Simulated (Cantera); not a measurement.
Charge: 1 mol Ni, 5.6 mol NH3, 82 mol N2, equilibrated at 0.000370 bar.

Equilibrium computed with Cantera from the NASA thermochemical tables; the gas is ideal and each condensed phase is pure. Candidate condensed phases: Ni; 10 gas species. Rates play no part.

Problem. At 1800 K, list the 4 most abundant gas species with their mole fractions, and the condensed phases.

Solution. N2 0.898, H2 0.0862, Ni 0.0106, H 0.00546. Condensed: gas only.
